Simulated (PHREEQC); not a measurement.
A made-up water analysis in mmol/kgw, 20 °C, pH 3.07, pe 8.3:

```csv
constituent,mmol/kgw
Na,19.7
K,3.98
Ca,9.51
Mg,8.31
Cl,4.31
S(6),46.1
Br,0.0973
Al,15.4
Mn(2),1.07
Zn,0.0225
```

Valence states are taken as typed.

Model: ion-association model, wateq4f.dat, run in PHREEQC.

This is a speciation only: nothing precipitates in the calculation.

### Question
Estimate the ionic strength, charge-balance error.

### Answer
ionic strength 0.0958 mol/kgw; charge-balance error 11.3 %.

### Question
In which forms is Mg present?

### Answer
Mg+2 60 %, MgSO4 40 % of the Mg.

Species that the database lacks are ignored.
